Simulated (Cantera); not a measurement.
Input (Python, Cantera) and output of one run.

```python
import numpy as np
import cantera as ct

gas_names = """
    H H2 N NH NH2 NH3 N2 N2H2 N2H4 Si SiH SiH2 SiH3 SiH4 SiN Si2 Si2N Si3
""".split()
cond_names = """
    Si(cr) Si(L) Si3N4(a)
""".split()


# ... load() reads the species with a 1 bar reference pressure and builds the phases ...
atoms = {
    'Si2H6': {'Si': 2, 'H': 6},
    'N2': {'N': 2},
}
top_T = {'Si3N4(a)': 2400}  # K; cautious upper limits of use, not melting points


# ... equilibrate(T, P, feed) seeds the gas with the atoms and calls Mixture.equilibrate('TP', solver="vcs", rtol=1e-11, max_steps=5000) ...
results = []
feed = {'Si2H6': 1, 'N2': 24}  # mol
T = 1373  # K
P = 133.322  # Pa
mix = equilibrate(T, P, feed)
results.append((T, P, feed, dict(zip(mix.species_names, mix.species_moles))))
print(gas.report(threshold=1e-06))
for i in range(1, mix.n_phases):
    print(f"{mix.phase(i).name:16s} {mix.phase_moles(i):12.5e} mol")
```

Result:

```
       temperature   1373 K
          pressure   133.32 Pa
           density   0.00029168 kg/m^3
  mean mol. weight   24.975 kg/kmol
   phase of matter   gas

                          1 kg             1 kmol
                     ---------------   ---------------
          enthalpy        1.3528e+06        3.3786e+07  J
   internal energy        8.9569e+05         2.237e+07  J
           entropy             11592        2.8951e+05  J/K
    Gibbs function       -1.4563e+07       -3.6371e+08  J
 heat capacity c_p            1362.9             34038  J/K
 heat capacity c_v              1030             25724  J/K

                      mass frac. Y      mole frac. X     chem. pot. / RT
                     ---------------   ---------------   ---------------
                 H        1.2583e-06        3.1177e-05           -13.558
                H2         0.0094335           0.11687           -27.116
                N2           0.99057            0.8831           -32.489
     [  +15 minor]        1.1309e-08        1.1622e-08

Si(cr)            0.00000e+00 mol
Si3N4(a)          6.66667e-01 mol
```

These are equilibrium values from Cantera (NASA tables, ideal gas, pure condensed phases), not measurements of a reactor. The feed counts by its element totals alone. N2 is the only nitrogen source here; it is nearly inert below about 1500 K, so the nitride shown seldom forms there in practice.
